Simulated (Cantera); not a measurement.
A closed system holds: 1 mol CH3Cl, 0.16 mol H2, equilibrated at 1902 °C and 0.133 bar.

Equilibrium computed with Cantera from the NASA thermochemical tables; the gas is ideal and each condensed phase is pure. Candidate condensed phases: C, C6H6, C7H8, C8H18; 91 gas species. Kinetics and transport are ignored.

Base state: H2 0.530, HCl 0.453, H 0.00973, Cl 0.00607, C2H2 (acetylene) 0.00118, CH4 1.04e-5 (mole fractions); condensed: C(graphite).

Task: What changes in the equilibrium state with this change: temperature from 1902 °C to 2702 °C?

Result: 
| species | before | after |
|---|---|---|
| H2 | 0.530 | 0.357 |
| HCl | 0.453 | 0.260 |
| H | 0.00973 | 0.239 |
| Cl | 0.00607 | 0.119 |
| C2H2 (acetylene) | 0.00118 | 0.0206 |
| C2 | <1e-9 | 0.000181 |
| C3 | 1.09e-8 | 0.00179 |
| C | 7.31e-9 | 0.000299 |
| C5 | <1e-9 | 3.03e-5 |
| C(graphite), mol | 0.995 | 0.855 |
